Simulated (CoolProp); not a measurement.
Properties of hydrogen sulfide along the isobar 101 kPa.

Computed with CoolProp (reference Helmholtz-energy equation of state, Lemmon 2006). It is a short technical equation, of lower accuracy than the large ones.

| T (K) | phase | density (kg/m³) | fugacity coefficient |
|---|---|---|---|
| 207.2 | liquid | 959.1 | 0.7331 |
| 219.1 | gas | 1.930 | 0.9796 |
| 230.9 | gas | 1.825 | 0.9828 |
| 242.8 | gas | 1.731 | 0.9854 |
| 254.7 | gas | 1.646 | 0.9875 |
| 266.5 | gas | 1.571 | 0.9892 |
| 278.4 | gas | 1.501 | 0.9906 |
| 290.3 | gas | 1.438 | 0.9918 |
| 302.1 | gas | 1.380 | 0.9927 |
| 314 | gas | 1.327 | 0.9936 |
| 325.8 | gas | 1.278 | 0.9943 |
| 337.7 | gas | 1.232 | 0.9949 |
| 349.6 | gas | 1.190 | 0.9954 |
| 361.4 | gas | 1.150 | 0.9959 |
| 373.3 | gas | 1.113 | 0.9963 |
